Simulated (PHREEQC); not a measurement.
Consider water at 28 °C with 0.094 mol Ni(NO3)2 and 0.021 mol NaCl per kg of water. Closed to the air; pH follows from the charge balance.

Computed with PHREEQC (ion-association model, wateq4f.dat).

| quantity | before | after |
|---|---|---|
| pH | 5.66 | 6.43 |
| Cl- (mol/kgw) | 0.0197 | 0.000210 |
| SI of Halite (NaCl) | -5.28 | -9.00 |

Question: What was changed between the two runs?
(A) NaCl from 0.021 to 0.0021 mol/kgw
(B) Ni(NO3)2 replaced by Mg(NO3)2 at the same molality
(C) diluted 100-fold with water
(D) NaCl from 0.021 to 0.0231 mol/kgw
(E) 0.057 mol/kgw HCl added

Answer: C, diluted 100-fold with water

Precipitation was switched off in this run.
